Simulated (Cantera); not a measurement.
Input (Python, Cantera) and output of one run.

```python
import numpy as np
import cantera as ct

gas_names = """
    CL CL2 N N2 Si SiCL SiCL2 SiCL3 SiCL4 SiN Si2 Si2N Si3
""".split()
cond_names = """
    Si(cr) Si(L) Si3N4(a)
""".split()


# ... load() reads the species with a 1 bar reference pressure and builds the phases ...
atoms = {
    'Si': {'Si': 1},
    'Cl2': {'CL': 2},
    'N2': {'N': 2},
}
top_T = {'Si3N4(a)': 2400}  # K; cautious upper limits of use, not melting points


# ... equilibrate(T, P, feed) seeds the gas with the atoms and calls Mixture.equilibrate('TP', solver="vcs", rtol=1e-11, max_steps=5000) ...
results = []
feed = {'Si': 1, 'Cl2': 0.96, 'N2': 3.4}  # mol
T = 675  # K
P = 5.3  # Pa
mix = equilibrate(T, P, feed)
results.append((T, P, feed, dict(zip(mix.species_names, mix.species_moles))))
x = sorted(zip(gas.X, gas.species_names), reverse=True)
print(f"T = {T:g} K  P = {P:g} Pa  gas = {mix.phase_moles(0):.4g} mol")
print("   x: " + "  ".join(f"{s} {v:.3e}" for v, s in x if v > 1e-06))
print("   condensed (mol): " + ("  ".join(f"{mix.phase(i).name} {mix.phase_moles(i):.4g}"
      for i in range(1, mix.n_phases) if mix.phase_moles(i) > 1e-12) or "none"))
```

Result:

```
T = 675 K  P = 5.3 Pa  gas = 3.533 mol
   x: N2 8.642e-01  SiCL4 1.358e-01
   condensed (mol): Si3N4(a) 0.1733
```

Equilibrium computed with Cantera from the NASA thermochemical tables; the gas is ideal and each condensed phase is pure. N2 is the only nitrogen source here; it is nearly inert below about 1500 K, so the nitride shown seldom forms there in practice.
